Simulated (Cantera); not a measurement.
Charge: 1 mol Si₃N₄, 28 mol H₂O, 0.89 mol H₂, 24 mol HF, at 75.0 Torr.

Cantera equilibrium calculation (NASA polynomials, part measured and part estimated; ideal gas, pure solids and liquids). Candidate condensed phases: H₂O, Si, SiO₂, Si₂N₂O, Si₃N₄; 58 gas species. The tables hold silica as quartz up to 1696 K and as liquid above; real silica turns to tridymite and cristobalite and melts near 1996 K. Equilibrium is a limit: real reactors are often held back by kinetics, nucleation or transport.

At 900 °C, list the 5 most abundant gas species with their mole fractions, and the condensed phases.

H₂O 0.424, HF 0.403, H₂ 0.127, N₂ 0.0368, SiF₄ 0.00975. Condensed: SiO₂(β-quartz).
